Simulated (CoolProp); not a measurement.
Vapour-liquid equilibrium of n-hexane (1) + dimethyl carbonate (2) at 37.45 °C; x and y are mole fractions of (1).

Values from CoolProp's multi-fluid Helmholtz-energy mixture model, Thol 2019 and Zhou 2011; pair parameters Bell 2016.

Task: Give the bubble pressure and the first vapour's composition at x = 0.25, 0.45, 0.55. Is there an azeotrope?

Result: x = 0.25: 0.03382 MPa, y = 0.662; x = 0.45: 0.03585 MPa, y = 0.698; x = 0.55: 0.03627 MPa, y = 0.710. y crosses x between x = 0.75 and 0.85: the model has an azeotrope there.

The pair parameters rest on a limited set of measurements; away from them the model extrapolates. With so large a gap from Raoult's law the liquid may split in two, which this calculation doesn't test in full.
